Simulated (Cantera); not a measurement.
A Cantera script and what it prints.

```python
import numpy as np
import cantera as ct

gas_names = """
    CL CL2 H HCL H2 N NH NH2 NH3 N2 N2H2 N2H4 Si SiCL SiCL2 SiCL3 SiCL4 SiH SiHCL3 SiH2 SiH2CL2 SiH3
    SiH3CL SiH4 SiN Si2 Si2N Si3
""".split()
cond_names = """
    NH4CL(a) NH4CL(b) Si(cr) Si(L) Si3N4(a)
""".split()


def load(file, names, dense=False):
    # The tables refer to 1 bar. Condensed volumes are neglected.
    table = {s.name: s for s in ct.Species.list_from_file(file)}
    out = []
    for n in names:
        d = dict(table[n].input_data)
        d["thermo"] = dict(d["thermo"], **{"reference-pressure": 1e5})
        if dense:
            d["equation-of-state"] = {"model": "constant-volume", "density": "1e6 g/cm^3"}
        out.append(ct.Species.from_dict(d))
    return out


gas = ct.Solution(thermo="ideal-gas", species=load("nasa_gas.yaml", gas_names))
cond = {s.name: ct.Solution(thermo="fixed-stoichiometry", species=[s], name=s.name)
        for s in load("nasa_condensed.yaml", cond_names, dense=True)}
atoms = {
    'Si2H6': {'Si': 2, 'H': 6},
    'Cl2': {'CL': 2},
    'N2': {'N': 2},
}
top_T = {'Si3N4(a)': 2400}  # K; cautious upper limits of use, not melting points


def equilibrate(T, P, feed):
    n = {}
    for name, mol in feed.items():
        for a, k in atoms[name].items():
            n[a] = n.get(a, 0.0) + k * mol
    gas.TPX = T, P, n
    mass = sum(n.values()) * gas.mean_molecular_weight
    gas.equilibrate("TP")
    valid = [c for c in cond.values() if c.min_temp <= T <= top_T.get(c.name, c.max_temp)]
    mix = ct.Mixture([(gas, mass / gas.mean_molecular_weight)] + [(c, 0.0) for c in valid])
    mix.T, mix.P = T, P
    mix.equilibrate("TP", solver="vcs", rtol=1e-11, max_steps=5000)
    return mix


results = []
feed = {'Si2H6': 1, 'Cl2': 0.14, 'N2': 7.8}  # mol
T = 848.15  # K
P = 101325  # Pa
mix = equilibrate(T, P, feed)
results.append((T, P, feed, dict(zip(mix.species_names, mix.species_moles))))
x = sorted(zip(gas.X, gas.species_names), reverse=True)
print(f"T = {T:g} K  P = {P:g} Pa  gas = {mix.phase_moles(0):.4g} mol")
print("   x: " + "  ".join(f"{s} {v:.3e}" for v, s in x if v > 1e-05))
print("   condensed (mol): " + ("  ".join(f"{mix.phase(i).name} {mix.phase_moles(i):.4g}"
      for i in range(1, mix.n_phases) if mix.phase_moles(i) > 1e-12) or "none"))
```

It prints:

```
T = 848.15 K  P = 101325 Pa  gas = 9.604 mol
   x: N2 6.732e-01  H2 2.974e-01  HCL 2.913e-02  NH3 2.545e-04
   condensed (mol): Si3N4(a) 0.6666
```

These are equilibrium values from Cantera (NASA tables, ideal gas, pure condensed phases), not measurements of a reactor. The feed counts by its element totals alone. N2 is the only nitrogen source here; it is nearly inert below about 1500 K, so the nitride shown seldom forms there in practice.
